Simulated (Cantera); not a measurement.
Feed: 1 mol Ta, 6.9 mol CO₂, 6.7 mol H₂, at 575 °C and 1.00 Torr.

Equilibrium computed with Cantera from the NASA thermochemical tables; the gas is ideal and each condensed phase is pure. Candidate condensed phases: C, C₆H₆, C₇H₈, C₈H₁₈, H₂O, Ta, TaC, Ta₂O₅; 113 gas species. Rates play no part.

Base state: H₂ 0.393, CO 0.284, CO₂ 0.223, H₂O 0.100 (mole fractions); condensed: Ta₂O₅(s).

What changes in the equilibrium state with this change: temperature from 575 °C to 1450 °C?


```
species        before     after
-------------  ------  --------
CO              0.284     0.408
H₂              0.393     0.266
H₂O             0.100     0.225
CO₂             0.223    0.0983
H               <1e-9   0.00258
OH              <1e-9  0.000119
Ta₂O₅(s), mol   0.500     0.500
```
